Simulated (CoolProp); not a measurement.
50 sccm (0 °C, 1 atm) of nitrogen bubbles through liquid octamethyltrisiloxane (MDM) at 366.7 K and leaves saturated at a total pressure of 0.0346 MPa (ideal gas phase). Each further row changes one setting.

Values from CoolProp's reference Helmholtz-energy equation of state, Thol 2017.

```csv
case,vapour pressure (kPa),mole fraction of vapour,delivery (mg/min),delivery (sccm),change of delivery for a bath 1 K warmer (%)
as stated,15.7,0.453,437,41.4,7.4
bath temperature 371.7 K,[?],0.547,[?],60.3,8.7
total pressure 0.0692 MPa,15.7,0.226,154,14.6,[?]
```

Question: What belongs in the gaps?

Answer: 
- bath temperature 371.7 K, vapour pressure (kPa): 18.9
- bath temperature 371.7 K, delivery (mg/min): 636
- total pressure 0.0692 MPa, change of delivery for a bath 1 K warmer (%): 5.1
